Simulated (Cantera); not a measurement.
**Ignition delay**

Mixture: 7.51 % CH4, 15.0 % O2, 56.5 % N2, 21.0 % H2O, equivalence ratio 1.0, at 100000 Pa, adiabatic and at constant volume. Ignition delay is the time to a rise of 400 K.

Detailed kinetics in Cantera: GRI-Mech 3.0 (53 species, 325 reactions).

```tsv
T0 (K)	delay (ms)
1223	50.7
1323	14.2
1423	4.20
1523	1.35
1623	0.490
1723	0.206
1823	0.0994
1923	0.0535
```

| Quantity | Result |
|---|---|
| apparent activation energy between 1723 and 1923 K | 190 kJ/mol |
